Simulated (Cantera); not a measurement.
A closed system holds: 1 mol SiH2Cl2, 0.041 mol C3H8, 160 mol H2, held at 1627 °C and 75.0 Torr.

These are equilibrium values from Cantera (NASA tables, ideal gas, pure condensed phases), not measurements of a reactor. Candidate condensed phases: C, C6H6, C7H8, C8H18, Si, SiC; 109 gas species. Mutual solubility and eutectic melting of coexisting phases are not modelled. The tables' values for SiCl are old estimates; treat these amounts as uncertain. Gases not in the tables: Si2H6 and higher silanes. Kinetics and transport are ignored.

### Question
What is the equilibrium state?

### Answer
```
Quantity                                    Value
--------------------------------------  ---------
x(H2)                                       0.985
x(HCl)                                     0.0115
x(H)                                      0.00249
x(SiCl2)                                 0.000366
x(Si)                                    0.000126
x(SiH2)                                   5.75e-5
x(SiH)                                    3.44e-5
x(SiCl)                                   2.29e-5
x(Cl)                                     2.20e-5
n(Si(l))                                0.778 mol
n(SiC(s))                               0.122 mol
gas amount                              162.4 mol
log10 activity of C(graphite) (absent)      -1.43
```
